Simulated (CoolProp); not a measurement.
The fluid at 380.5 K and 13 MPa (liquid) is heated at constant pressure to 416.4 K. The same conditions are run with several fluids, on thermodynamics alone (safety and materials aside).

The numbers come from the reference Helmholtz-energy equation of state of each fluid (R21: Platzer 1990; decamethyltetrasiloxane (MD2M): Thol 2017; n-perfluorohexane: Gao 2022; cyclopropane: Polt 1992; R114: Platzer 1990) in CoolProp. The equations of Platzer and Polt are older, rougher fits.

```csv
fluid,heat (kJ/kg),final phase,final density (kg/m³)
R21,40.2,liquid,___
decamethyltetrasiloxane (MD2M),___,liquid,___
n-perfluorohexane,41.1,liquid,___
cyclopropane,___,supercritical,434
R114,___,liquid,___
```

Q: Fill in the missing entries.

A: 
- R21, final density (kg/m³): 1100
- decamethyltetrasiloxane (MD2M), heat (kJ/kg): 69.5
- decamethyltetrasiloxane (MD2M), final density (kg/m³): 762
- n-perfluorohexane, final density (kg/m³): 1420
- cyclopropane, heat (kJ/kg): 114
- R114, heat (kJ/kg): 38.6
- R114, final density (kg/m³): 1160
